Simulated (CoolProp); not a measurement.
Acetone along the isotherm 544.1 K: fugacity coefficient from the reference equation and from simpler models built on Tc = 508.1 K, pc = 4692 kPa, ω = 0.307; each cubic takes its own stable root.

Computed with CoolProp (reference Helmholtz-energy equation of state, Lemmon 2006). It is a short technical equation, of lower accuracy than the large ones.

```json
[
 {"p (kPa)": "148", "phase": "gas", "reference": "0.9902"},
 {"p (kPa)": "305", "phase": "gas", "reference": "0.9799"},
 {"p (kPa)": "626", "phase": "gas", "reference": "0.9591"},
 {"p (kPa)": "1280", "phase": "gas", "reference": "0.9176"},
 {"p (kPa)": "2640", "phase": "gas", "reference": "0.8346"},
 {"p (kPa)": "5420", "phase": "supercritical", "reference": "0.6770"},
 {"p (kPa)": "11100", "phase": "supercritical", "reference": "0.4321"},
 {"p (kPa)": "22900", "phase": "supercritical", "reference": "0.2861"},
 {"p (kPa)": "46900", "phase": "supercritical", "reference": "0.2401"}
]
```

Problem. How far does each simpler model (Redlich-Kwong, Soave-Redlich-Kwong, Peng-Robinson) lie from the reference over these 9 states: mean and median of the absolute difference, and the worst?

Solution. 
- Redlich-Kwong: mean 6.6 %, median 1.6 %, worst +31.1 % at 544.1 K and 46900 kPa
- Soave-Redlich-Kwong: mean 9.5 %, median 2.4 %, worst +41.0 % at 544.1 K and 46900 kPa
- Peng-Robinson: mean 4.4 %, median 0.4 %, worst +19.8 % at 544.1 K and 46900 kPa
